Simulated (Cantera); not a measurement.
Input: 1 mol Ti, 0.023 mol CO2, 1.5 mol H2, held at 1548 K and 4730 Torr.

Equilibrium computed with Cantera from the NASA thermochemical tables; the gas is ideal and each condensed phase is pure. Candidate condensed phases: C, C6H6, C7H8, C8H18, H2O, Ti, TiC, TiO, TiO2, Ti2O3, Ti3O5, Ti4O7; 113 gas species. Mutual solubility and eutectic melting of coexisting phases are not modelled. TiC, TiO: taken at fixed stoichiometry. Condensed phases not in the tables: solid solutions among these carbides, nitrides and lower oxides, N, O or C dissolved in the metal. Rates play no part.

Base state: H2 1.000, H 1.23e-5 (mole fractions); condensed: Ti(β) + TiC(s) + TiO(s).

Problem. What changes in the equilibrium state with this change: Ti replaced by Fe?

Solution. 
```
species       before    after
-----------  -------  -------
H2             1.000    0.970
H2O          1.14e-8   0.0151
CO             <1e-9   0.0149
CO2            <1e-9  8.34e-5
CH4          3.46e-8  9.01e-5
H            1.23e-5  1.21e-5
Ti(β), mol     0.931        0
TiC(s), mol   0.0230        0
TiO(s), mol   0.0460        0
Fe(γ), mol         0     1.00
```
Further candidate phases: Fe, Fe(CO)5, FeO, Fe(OH)2, Fe(OH)3, Fe2O3, Fe3O4.
